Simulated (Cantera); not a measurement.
Input (Python, Cantera):

```python
import numpy as np
import cantera as ct

gas = ct.Solution("gri30.yaml")
gas.TPX = 1575, 750000, {'C3H8': 1, 'O2': 15.6, 'N2': 58.8}
reactor = ct.IdealGasConstPressureReactor(gas, energy="on", clone=False)
net = ct.ReactorNet([reactor])
net.rtol, net.atol = 1e-08, 1e-16
show = ['C3H8', 'O2', 'CO', 'CO2', 'NO', 'N2O', 'H2O']
times = np.geomspace(6e-06, 1, 15)

steps = ct.SolutionArray(gas, extra=["t"])
rows = []
print(f"{'t/s':>10s}{'T/K':>9s}{'P/Pa':>11s}" + "".join(f"{s:>11s}" for s in show))
for t in times:
    while net.time < t:
        t_next = net.step()
        steps.append(gas.state, t=t_next)
    rows.append([np.interp(t, steps.t, y) for y in (steps.T, steps.P, *steps(*show).X.T)])
    print(f"{t:10.3e}{rows[-1][0]:9.1f}{rows[-1][1]:11.4g}" + "".join(f"{x:11.3e}" for x in rows[-1][2:]))
rate = np.gradient(steps.T, steps.t)
print("integrator steps:", len(steps.t))
if steps.T.max() > steps.T[0] + 200:
    print(f"time of steepest temperature rise: {steps.t[rate.argmax()]:.4e} s")
gas.TPX = 1575, 750000, {'C3H8': 1, 'O2': 15.6, 'N2': 58.8}
gas.equilibrate("HP")
print(f"equilibrium (HP): T = {gas.T:.1f} K  " + "  ".join(f"{s} {gas[s].X[0]:.3e}" for s in show))
```

Result:

```
       t/s      T/K       P/Pa       C3H8         O2         CO        CO2         NO        N2O        H2O
 6.000e-06   1581.2    7.5e+05  8.139e-03  2.024e-01  9.336e-04  7.819e-05  1.546e-10  7.498e-09  3.250e-03
 1.416e-05   2002.5    7.5e+05  3.181e-21  1.449e-01  2.600e-02  1.249e-02  2.486e-06  1.671e-06  4.654e-02
 3.343e-05   2222.4    7.5e+05 -7.213e-41  1.376e-01  3.299e-03  3.579e-02  2.813e-05  3.869e-06  4.920e-02
 7.891e-05   2265.5    7.5e+05 -6.020e-45  1.378e-01  6.063e-04  3.860e-02  4.919e-05  2.141e-06  5.076e-02
 1.863e-04   2269.2    7.5e+05  2.214e-46  1.379e-01  3.692e-04  3.885e-02  7.512e-05  1.682e-06  5.092e-02
 4.396e-04   2269.1    7.5e+05  4.235e-50  1.378e-01  3.670e-04  3.885e-02  1.337e-04  1.678e-06  5.092e-02
 1.038e-03   2268.8    7.5e+05 -1.230e-53  1.378e-01  3.664e-04  3.886e-02  2.709e-04  1.676e-06  5.092e-02
 2.449e-03   2268.1    7.5e+05 -4.956e-53  1.376e-01  3.650e-04  3.886e-02  5.900e-04  1.674e-06  5.093e-02
 5.782e-03   2266.6    7.5e+05  1.097e-53  1.372e-01  3.618e-04  3.886e-02  1.315e-03  1.668e-06  5.094e-02
 1.365e-02   2263.2    7.5e+05 -3.599e-55  1.365e-01  3.550e-04  3.887e-02  2.866e-03  1.657e-06  5.096e-02
 3.221e-02   2257.0    7.5e+05  1.127e-57  1.351e-01  3.429e-04  3.888e-02  5.684e-03  1.644e-06  5.099e-02
 7.604e-02   2249.5    7.5e+05  8.480e-58  1.334e-01  3.287e-04  3.890e-02  9.089e-03  1.639e-06  5.104e-02
 1.795e-01   2245.8    7.5e+05  7.156e-58  1.326e-01  3.217e-04  3.891e-02  1.080e-02  1.641e-06  5.106e-02
 4.237e-01   2245.4    7.5e+05  7.043e-58  1.325e-01  3.211e-04  3.891e-02  1.096e-02  1.642e-06  5.106e-02
 1.000e+00   2245.4    7.5e+05  7.043e-58  1.325e-01  3.211e-04  3.891e-02  1.096e-02  1.642e-06  5.106e-02
integrator steps: 1633
time of steepest temperature rise: 1.1699e-05 s
equilibrium (HP): T = 2245.4 K  C3H8 1.425e-57  O2 1.325e-01  CO 3.211e-04  CO2 3.891e-02  NO 1.096e-02  N2O 1.642e-06  H2O 5.106e-02
```

Detailed kinetics in Cantera: GRI-Mech 3.0 (53 species, 325 reactions). GRI-Mech 3.0 was tuned for natural gas; its chemistry of propane as a main component is partial and can be far from experiment.
